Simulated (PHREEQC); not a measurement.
Consider water at 75 °C with 0.0069 mol HCl and 0.016 mol LiCl per kg of water. It is in equilibrium with CO2 at log p = -3.4 (atm). Otherwise closed; pH follows from the charge balance.

All values are PHREEQC results (ion-association model, phreeqc.dat), not measurements.

Precipitation was switched off in this run.

Estimate the pH, specific conductance.

pH 2.22; specific conductance 10100 µS/cm.

Species that the database lacks are ignored. Away from 25 °C the constants follow the database's enthalpies or fits; those with neither stay at their 25 °C values.
